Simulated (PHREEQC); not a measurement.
A PHREEQC input (ion-association model, phreeqc.dat):

```
SOLUTION 1
  temp 25
  units mg/kgw
  pH 12.5
  pe 9.8
  Na 20.5
  K 17.2
  Ca 28.1
  Mg 8.93
  Cl 61.5
  S(6) 5.5 as SO4
  Alkalinity 95.2 as HCO3
  Pb 0.59
END
USE solution 1
EQUILIBRIUM_PHASES 1
  Gypsum 0 0
  CO2(g) -2.5 10
END
```

It stops with these messages:

```
WARNING: Maximum iterations exceeded, 100
WARNING: Maximum iterations exceeded, 100
WARNING: The program has failed to converge to a numerical solution.
ERROR:           Alkalinity has not converged. Total: 1.560167e-03	Calculated: 2.986821e-03	Residual: -1.426654e-03
ERROR: Is non-carbonate alkalinity greater than total alkalinity?
ERROR:                   Ca has not converged. Total: 7.010978e-04	Calculated: 3.273320e-04	Residual: 3.737658e-04
ERROR:                   Cl has not converged. Total: 1.734691e-03	Calculated: 1.765616e-03	Residual: -3.092470e-05
ERROR:                    K has not converged. Total: 4.398752e-04	Calculated: 4.479590e-04	Residual: -8.083806e-06
ERROR:                   Mg has not converged. Total: 3.673083e-04	Calculated: 1.966265e-05	Residual: 3.476457e-04
ERROR:                   Na has not converged. Total: 8.916998e-04	Calculated: 9.045969e-04	Residual: -1.289714e-05
ERROR:                   Pb has not converged. Total: 2.847628e-06	Calculated: 1.847135e-08	Residual: 2.829156e-06
ERROR:                 S(6) has not converged. Total: 5.725350e-05	Calculated: 6.135250e-05	Residual: -4.099001e-06
ERROR:                   Mu Ionic strength has not converged. 	Residual: 1.009789e-01
ERROR:               A(H2O) Activity of water has not converged. 	Residual: -8.208301e-01
ERROR: Model failed to converge for initial solution  1.
```

### Question
What went wrong, and how is it mended?

### Answer
The fault: pH typed as 12.5 with the alkalinity kept. The line should read `pH 7.47` where the input has `pH 12.5`. With the mend the run ends at pH 7.47 and ionic strength 0.00450 mol/kgw.
